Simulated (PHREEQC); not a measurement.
1 kg of water holding 0.017 mol/kgw MgSO4, 0.13 mol/kgw K2SO4, 0.21 mol/kgw NaCl and 0.0084 mol/kgw Na2SO4 is evaporated at 90 °C; the solids stay in contact with the brine. CO2 from the air is kept out. The run lets Arcanite, Bischofite, Bloedite, Brucite, Carnallite, Epsomite, Glaserite, Halite, Hexahydrite, Kainite, Kieserite, Leonite, Mirabilite, Misenite, Schoenite, Sylvite, Thenardite, MgCl2_4H2O precipitate or redissolve, and no other solid.

The series has 24 steps of water left (kg), from 1 to 0.01099.

Equilibrium calculation in PHREEQC: Pitzer model, pitzer.dat.

Question: Which solids form, in which order, and at which step of the series does each first stand?

Answer: Glaserite from water left = 0.09502 kg; Thenardite from water left = 0.0293 kg, last present at water left = 0.0293 kg; Halite from water left = 0.02407 kg; Sylvite from water left = 0.01099 kg.

Species that the database lacks are ignored. At this temperature some constants are extrapolated from 25 °C, and those without enthalpy data are left unchanged.
